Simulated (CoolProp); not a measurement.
Properties of R125 at several states (Tc = 66.0 °C, pc = 36.18 bar, ω = 0.305).

Values from CoolProp's reference Helmholtz-energy equation of state, Lemmon 2005.

```csv
T (°C),p (bar),phase,Z,Joule-Thomson coefficient (K/MPa),fugacity coefficient
153.15,11.7,gas,0.9507,4.916,0.9521
45.65,0.262,gas,0.9969,11.09,0.9969
105.35,3.61,gas,0.9765,6.775,0.9769
```
